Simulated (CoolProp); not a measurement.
A closed Brayton cycle with carbon dioxide: compressor inlet 315.15 K and 8.2 MPa, high pressure 16.5 MPa, turbine inlet 795 K, compressor efficiency 0.89, turbine efficiency 0.85, recuperator effectiveness 0.8 (on enthalpy, no pinch check). Each further row changes one setting.

The numbers come from the reference Helmholtz-energy equation of state, Span 1996 in CoolProp.

```csv
case,thermal efficiency (%),net work (kJ/kg),compressor to turbine work,compressor exit (K),turbine exit (K)
as stated,24.1,58.5,0.31,365.4,716.9
turbine inlet 745 K,23.2,52.5,0.34,365.4,669.8
compressor inlet 325.15 K,23.5,52.5,0.38,382.6,716.9
high pressure 14 MPa,21.0,46.4,0.30,353.4,735.0
recuperator effectiveness 0.5,16.0,58.5,0.31,365.4,716.9
```
